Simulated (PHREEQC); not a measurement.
Dissolve 0.019 mol/kgw HCl, 0.0012 mol/kgw K2SO4 and 0.011 mol/kgw LiCl at 20 °C. Closed to the air; pH follows from the charge balance.

Computed with PHREEQC (Pitzer model, pitzer.dat).

Question: The ionic strength comes out as 0.0326 mol/kgw. What activity coefficients do SO4-2, K+, Li+, HSO4-, Cl- get?

Answer: SO4-2 0.46, K+ 0.85, Li+ 0.86, HSO4- 0.84, Cl- 0.84. Single-ion values are on the MacInnes scale.

No solid was allowed to form.
